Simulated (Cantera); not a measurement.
Source: NASA polynomial tables (part measured, part estimated), evaluated in Cantera. Values are per mole of reaction as written; species without (g) are pure solids or liquids, kept so even where they would boil at 1 bar.

2 H2(g) + VO2(g) = 2 H2O(g) + V, with ΔH° = -251.0 kJ and ΔS° = -120.1 J/K at 300 K.

How far is the shortcut ΔG° ≈ ΔH°(300 K) − T·ΔS°(300 K) from the full temperature-dependent value at 700, 900, 1100, 1300, 1500 K?


```csv
T (K),shortcut (kJ),full (kJ),difference (kJ),difference in log10 K
700,-167.0,-164.9,-2.1,0.16
900,-142.9,-138.8,-4.2,0.24
1100,-118.9,-112.5,-6.5,0.31
1300,-94.9,-86.1,-8.8,0.35
1500,-70.9,-59.8,-11.1,0.39
```
The shortcut ignores the heat-capacity change of the reaction.
